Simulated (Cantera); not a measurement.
An isothermal, constant-pressure homogeneous reactor starts with CH₄ : H₂ : N₂ = 0.012 : 1 : 0.0015 (molar parts), at 2525 K and 0.0263 atm. Integrator tolerance rtol = 1e-08.

Model: GRI-Mech 3.0 (53 species, 325 reactions), integrated in Cantera. GRI-Mech 3.0 stops at C3 and has no aromatics, soot or wall deposition, so with more carbon than oxygen in the feed, carbon stays in small species such as C2H2 where larger ones or solid carbon would form. Radical loss at walls, strong at low pressure, is not modelled.

Q: What does this change do: pressure from 0.0263 atm to 0.217 atm?

A: 
| quantity | before | after |
|---|---|---|
| x(CH₄) at 3.00 s | 1.89e-6 (gas-phase equilibrium 1.81e-6) | 1.91e-5 (gas-phase equilibrium 1.82e-5) |
| x(H₂) at 3.00 s | 0.835 (gas-phase equilibrium 0.835) | 0.935 (gas-phase equilibrium 0.935) |
| x(HCN) at 3.00 s | 8.99e-5 (gas-phase equilibrium 0.00143) | 0.000215 (gas-phase equilibrium 0.00151) |
| x(H) at 3.00 s | 0.158 (gas-phase equilibrium 0.158) | 0.0582 (gas-phase equilibrium 0.0582) |
| x(C₂H₂) at 3.00 s | 0.00526 (gas-phase equilibrium 0.00459) | 0.00552 (gas-phase equilibrium 0.00488) |
| x(CH₂) at 3.00 s | 1.96e-6 (gas-phase equilibrium 1.88e-6) | 2.15e-6 (gas-phase equilibrium 2.05e-6) |
| x(C₂H) at 3.00 s | 7.51e-5 (gas-phase equilibrium 6.56e-5) | 2.60e-5 (gas-phase equilibrium 2.29e-5) |
